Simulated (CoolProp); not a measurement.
The fluid at 293.15 K and 2.17 MPa flows at 0.48 m/s in a round tube of 2 mm bore and 45 µm roughness, fully developed (64/Re and Nu = 3.66 if laminar; Colebrook and Gnielinski if turbulent). The same conditions are run with several fluids, on thermodynamics alone (safety and materials aside).

Computed with CoolProp (reference Helmholtz-energy equation of state of each fluid (benzene: Thol 2012; CH2F2 (R32): Tillner-Roth 1997; n-octane: Beckmüller 2019; R152A: Outcalt 1996; C3F8 (R218): Lemmon 2006)).

| fluid | Reynolds number | Darcy friction factor | pressure drop (Pa/m) | heat-transfer coefficient (W/(m² K)) | mass flow (kg/h) |
|---|---|---|---|---|---|
| benzene | 1280 | 0.0499 | 2530 | 263 | 4.78 |
| CH2F2 (R32) | 7850 | 0.0552 | 3130 | 3800 | 5.35 |
| n-octane | 1220 | 0.0526 | 2140 | 233 | 3.82 |
| R152A | 5010 | 0.0574 | 3030 | 2080 | 4.98 |
| C3F8 (R218) | 6870 | 0.0558 | 4410 | 1560 | 7.45 |

Transport values come from each fluid's own correlations; those of CH2F2 (R32), R152A, C3F8 (R218) are estimates that may be off by 10 % or more.
